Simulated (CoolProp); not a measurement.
Aqueous potassium formate as a coolant, 18 % by mass, freezing at -10.1 °C, 1 atm.

Computed with CoolProp (Melinder's fits for secondary coolants).

| T (°C) | cp (kJ/(kg K)) | density (kg/m³) | conductivity (W/(m K)) | viscosity (mPa s) |
|---|---|---|---|---|
| -3.7 | 3.501 | 1116 | 0.532 | 2.44 |
| 1.9 | 3.507 | 1114 | 0.540 | 2.07 |
| 7.4 | 3.513 | 1113 | 0.547 | 1.78 |
| 12.9 | 3.519 | 1111 | 0.554 | 1.55 |
| 18.5 | 3.525 | 1110 | 0.561 | 1.36 |
| 24 | 3.531 | 1108 | 0.569 | 1.21 |
| 29.6 | 3.537 | 1106 | 0.576 | 1.08 |
| 35.1 | 3.543 | 1104 | 0.583 | 0.971 |
